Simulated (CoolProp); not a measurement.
Properties of CH2F2 (R32) at several states (Tc = 78.1 °C, pc = 5.783 MPa, ω = 0.277).

The numbers come from the reference Helmholtz-energy equation of state, Tillner-Roth 1997 in CoolProp.

```tsv
T (°C)	p (MPa)	phase	density (kg/m³)
-115.65	1.29	liquid	___
113.75	0.121	gas	1.968
85.45	0.105	gas	1.844
113.25	12.7	supercritical	___
-39.75	21.2	liquid	___
31.75	7.36	liquid	___
```

What belongs in the gaps?


- -115.65, density (kg/m³): 1379
- 113.25, density (kg/m³): 569.0
- -39.75, density (kg/m³): 1217
- 31.75, density (kg/m³): 967.2
